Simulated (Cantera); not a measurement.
# Adiabatic ignition

An adiabatic, constant-volume homogeneous reactor starts with 19.4 % CH₄, 1.88 % CO, 16.5 % O₂, 62.2 % N₂, at 1700 K and 2850 Torr.

Cantera simulation using GRI-Mech 3.0 (53 species, 325 reactions); the numbers are that mechanism's predictions, not measurements.

```tsv
t (s)	T (K)	P (bar)	x CH₄	x CO	x O₂	x N₂O	x NO₂	x H₂O₂	x OH
5.00e-6	1700	3.80	0.194	0.0188	0.165	2.90e-10	<1e-12	5.55e-7	5.05e-7
1.44e-5	1700	3.80	0.193	0.0188	0.165	1.37e-9	<1e-12	8.24e-7	1.34e-6
4.16e-5	1711	3.83	0.188	0.0192	0.163	8.07e-9	<1e-12	2.63e-6	5.00e-6
0.000120	2783	7.65	2.47e-5	0.161	9.69e-6	1.04e-7	6.84e-9	9.63e-9	0.00150
0.000347	2776	7.64	1.07e-9	0.162	1.15e-5	3.66e-8	4.94e-9	1.11e-8	0.00162
0.00100	2777	7.64	1.03e-9	0.162	1.16e-5	2.69e-8	3.14e-9	1.12e-8	0.00163
0.00289	2777	7.64	1.03e-9	0.162	1.17e-5	2.64e-8	3.01e-9	1.12e-8	0.00163
0.00833	2777	7.64	1.03e-9	0.162	1.17e-5	2.64e-8	3.01e-9	1.12e-8	0.00163
0.0240	2777	7.64	1.03e-9	0.162	1.17e-5	2.64e-8	3.01e-9	1.12e-8	0.00163
0.0693	2777	7.64	1.03e-9	0.162	1.17e-5	2.64e-8	3.01e-9	1.12e-8	0.00163
0.200	2777	7.64	1.03e-9	0.162	1.17e-5	2.64e-8	3.01e-9	1.12e-8	0.00163
```
x: mole fraction; the columns are a selection and need not sum to one.

| Item | Value |
|---|---|
| time of steepest temperature rise | 90.5 µs |
| temperature at 0.200 s | 2777 K |
| equilibrium temperature | 2777 K |
| x(CH₄) at 0.200 s | 1.03e-9 (gas-phase equilibrium 1.15e-9) |
| x(CO) at 0.200 s | 0.162 (gas-phase equilibrium 0.162) |
| x(O₂) at 0.200 s | 1.17e-5 (gas-phase equilibrium 1.17e-5) |
